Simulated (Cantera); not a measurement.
An isothermal, constant-pressure homogeneous reactor starts with CO : O2 : H2O : N2 = 0.021 : 0.032 : 0.026 : 1 (molar parts), equivalence ratio 0.33, at 1500 K and 1.00 atm.

Model: GRI-Mech 3.0 (53 species, 325 reactions), integrated in Cantera.

x: mole fraction; the columns are a selection and need not sum to one.

| t (s) | x CO | x O2 | x H2O | x H | x H2O2 | x NO |
|---|---|---|---|---|---|---|
| 0.000300 | 0.0193 | 0.0296 | 0.0240 | 1.81e-5 | 1.10e-8 | 6.09e-11 |
| 0.000827 | ___ | ___ | 0.0220 | ___ | ___ | ___ |
| 0.00228 | 0.000797 | 0.0203 | 0.0238 | 0.000115 | 1.19e-7 | 3.29e-6 |
| 0.00628 | 0.000115 | 0.0201 | 0.0242 | 6.20e-6 | 3.05e-8 | 3.41e-6 |
| 0.0173 | ___ | 0.0201 | 0.0243 | ___ | ___ | 3.44e-6 |
| 0.0477 | 2.75e-6 | 0.0201 | 0.0243 | 4.88e-8 | 1.91e-9 | 3.46e-6 |
| 0.132 | 8.62e-7 | 0.0201 | 0.0243 | 1.29e-8 | 8.45e-10 | 3.46e-6 |
| 0.363 | 6.79e-7 | 0.0201 | 0.0243 | 1.01e-8 | 7.23e-10 | 3.46e-6 |
| 1.00 | 6.78e-7 | 0.0201 | 0.0243 | 1.00e-8 | 7.22e-10 | 3.47e-6 |

Question: What belongs in the gaps?

Answer: 
- 0.000827, x CO: 0.00587
- 0.000827, x O2: 0.0226
- 0.000827, x H: 0.00150
- 0.000827, x H2O2: 2.98e-7
- 0.000827, x NO: 1.67e-6
- 0.0173, x CO: 1.63e-5
- 0.0173, x H: 4.38e-7
- 0.0173, x H2O2: 7.12e-9
